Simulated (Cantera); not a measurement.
Feed: 1 mol Si3N4, 15 mol H2O, 35 mol H2, 11 mol NF3, equilibrated at 1375 K and 1.33 mbar.

Method: chemical equilibrium by Gibbs-energy minimisation in Cantera with the NASA 1993 tables (ideal gas, pure condensed phases). Candidate condensed phases: H2O, Si, SiO2, Si2N2O, Si3N4; 58 gas species. The tables hold silica as quartz up to 1696 K and as liquid above; real silica turns to tridymite and cristobalite and melts near 1996 K. Equilibrium is a limit: real reactors are often held back by kinetics, nucleation or transport.

Base state: HF 0.444, H2 0.331, H2O 0.123, N2 0.101, SiF4 0.000447, H 5.40e-5 (mole fractions); condensed: SiO2(β-quartz).

Task: What changes in the equilibrium state with this change: H2O from 15 to 2.4 mol?

Result: 
| species | before | after |
|---|---|---|
| H2 | 0.331 | 0.413 |
| HF | 0.444 | 0.412 |
| N2 | 0.101 | 0.127 |
| H2O | 0.123 | 0.0117 |
| SiF4 | 0.000447 | 0.0361 |
| SiF3 | 8.30e-7 | 8.08e-5 |
| H | 5.40e-5 | 6.03e-5 |
| SiO2(β-quartz), mol | 2.97 | 0.853 |
The tables' values for SiF3 are old estimates; treat these amounts as uncertain.

Task: What changes in the equilibrium state with this change: NF3 from 11 to 1.4 mol?

Result: 
```
species                before    after
-------------------  --------  -------
H2                      0.331    0.710
H2O                     0.123    0.164
HF                      0.444   0.0766
N2                      0.101   0.0493
SiF4                 0.000447  2.20e-7
H                     5.40e-5  7.91e-5
SiO2(β-quartz), mol      2.97     3.00
```
